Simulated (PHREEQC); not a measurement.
Solution (25 °C): 0.11 mol ZnSO4, 0.025 mol CaCl2 and 0.0083 mol NaCl per kg of water. Closed to the air; pH follows from the charge balance.

Computed with PHREEQC (ion-association model, wateq4f.dat).

Each row changes one thing in this solution. Precipitation was switched off in this run.

| case | pH | ionic strength (mol/kgw) | Zn+2 (mol/kgw) | Cl- (mol/kgw) | SO4-2 (mol/kgw) | ZnSO4 (mol/kgw) | SI of Goslarite (ZnSO4:7H2O) | SI of Zincite(c) (ZnO) |
|---|---|---|---|---|---|---|---|---|
| as made | 5.39 | 0.283 | 0.0578 | 0.0556 | 0.0396 | 0.0381 | -1.81 | -2.13 |
| temperature from 25 to 45 °C | (withheld) | 0.274 | (withheld) | 0.0529 | 0.0396 | 0.0395 | -2.01 | -1.45 |
| temperature from 25 to 30 °C | 5.36 | 0.281 | 0.0571 | 0.0551 | 0.0395 | 0.0385 | -1.86 | -1.94 |
| CaCl2 replaced by AlCl3 at the same molality | 4.08 | 0.283 | 0.0630 | 0.0790 | 0.0327 | 0.0343 | -1.86 | (withheld) |
| diluted 5-fold with water | (withheld) | 0.0665 | 0.0139 | 0.0115 | (withheld) | 0.00720 | -2.55 | -2.11 |
| ZnSO4 from 0.11 to 0.22 mol/kgw | 5.35 | 0.472 | 0.105 | 0.0542 | 0.0654 | 0.0772 | -1.49 | -2.02 |
| NaCl left out | 5.40 | 0.274 | 0.0576 | 0.0477 | 0.0392 | 0.0385 | -1.81 | -2.10 |

**Question.** Fill in the missing entries.

**Answer.** 
- temperature from 25 to 45 °C, pH: 5.25
- temperature from 25 to 45 °C, Zn+2 (mol/kgw): 0.0549
- CaCl2 replaced by AlCl3 at the same molality, SI of Zincite(c) (ZnO): -4.71
- diluted 5-fold with water, pH: 5.62
- diluted 5-fold with water, SO4-2 (mol/kgw): 0.0118

Species that the database lacks are ignored. Some of these states are supersaturated (in Gypsum, Basaluminite, Gibbsite (slow to form), for instance). Away from 25 °C the constants follow the database's enthalpies or fits; those with neither stay at their 25 °C values.
